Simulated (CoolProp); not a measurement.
Values from CoolProp's reference Helmholtz-energy equation of state, Platzer 1990. This equation is an older, rougher fit.

### Question
For c-C4F8 (RC318), give the phase and the speed of sound (m/s), Prandtl number at 473.3 K and 0.101 MPa.

### Answer
- 473.3 K and 0.101 MPa: gas; speed of sound 143, Prandtl number 0.756

Viscosity comes from a separate model (Huber 2003), an estimate that may be off by 10 % or more. Thermal conductivity comes from a separate model (Huber 2003), an estimate that may be off by 10 % or more.
